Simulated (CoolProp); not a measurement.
Vapour-liquid equilibrium of R125 (1) + isobutane (2) at 282 K; x and y are mole fractions of (1).

The numbers come from the multi-fluid Helmholtz-energy mixture model, Lemmon 2005 and Bücker 2006; pair parameters Bell 2016 in CoolProp.

```csv
x,bubble pressure (MPa),y at the bubble point,dew pressure at overall composition x (MPa),liquid density (mol/L)
0.05,0.3195,0.344,0.2234,9.825
0.125,0.4529,0.551,0.2422,9.842
0.2,0.5565,0.648,0.2642,9.856
0.275,0.6347,0.703,0.2905,9.870
0.35,0.6929,0.738,0.3223,9.884
0.425,0.7362,0.764,0.3616,9.902
0.5,0.7694,0.784,0.4111,(withheld)
0.575,0.7961,0.801,0.4751,9.964
0.65,0.8191,0.819,0.5595,10.02
0.725,0.8399,(withheld),0.6707,10.09
0.8,0.8588,0.865,(withheld),10.19
0.875,0.8743,0.900,0.8644,10.33
0.95,0.8820,0.951,0.8819,(withheld)
```

Question: Fill in the missing entries.

Answer: 
- 0.5, liquid density (mol/L): 9.928
- 0.725, y at the bubble point: 0.839
- 0.8, dew pressure at overall composition x (MPa): 0.7942
- 0.95, liquid density (mol/L): 10.50

No azeotrope shows between x = 0.05 and 0.95.

The pair parameters rest on a limited set of measurements; away from them the model extrapolates. With so large a gap from Raoult's law the liquid may split in two, which this calculation doesn't test in full.
